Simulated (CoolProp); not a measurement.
Vapour-liquid equilibrium of CHF3 (R23) (1) + propane (2) at 256 K; x and y are mole fractions of (1).

Computed with CoolProp (multi-fluid Helmholtz-energy mixture model, Penoncello 2003 and Lemmon 2009; pair parameters Bell 2016).

```tsv
x	bubble pressure, mixture model (kPa)	bubble pressure, Raoult's law (kPa)	y, mixture model	y, Raoult's law
0.05	526.8	333.3	0.477	0.229
0.125	822.4	427.3	0.664	0.446
0.2	1028	521.2	0.734	0.585
0.275	1166	615.2	0.769	0.681
0.35	1255	709.2	0.789	0.752
0.425	1314	803.2	0.802	0.806
0.5	1356	897.2	0.813	0.849
0.575	1391	991.2	0.822	0.884
0.65	1423	1085	0.834	0.913
0.725	1456	1179	0.848	0.937
0.8	1488	1273	0.870	0.957
0.875	1517	1367	0.901	0.975
0.95	1531	1461	0.951	0.991
```

The largest gap from Raoult's law is +97.2 % in bubble pressure, at x = 0.2. No azeotrope shows between x = 0.05 and 0.95.

Pair parameters are fitted to limited data, so mixtures are less certain than the pure fluids. With so large a gap from Raoult's law the liquid may split in two, which this calculation doesn't test in full.
